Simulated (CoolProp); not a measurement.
100 sccm (0 °C, 1 atm) of nitrogen bubbles through liquid hexamethyldisiloxane (MM) at 332.2 K and leaves saturated at a total pressure of 0.15 MPa (ideal gas phase). Each further row changes one setting.

Computed with CoolProp (reference Helmholtz-energy equation of state, Thol 2016).

```tsv
case	vapour pressure (kPa)	mole fraction of vapour	delivery (mg/min)	delivery (sccm)	change of delivery for a bath 1 K warmer (%)
as stated	25.2	0.168	147	20.2	4.8
bath temperature 337.2 K	30.5	0.203	185	25.5	4.8
total pressure 0.3 MPa	25.2	0.0841	66.5	9.19	4.3
```
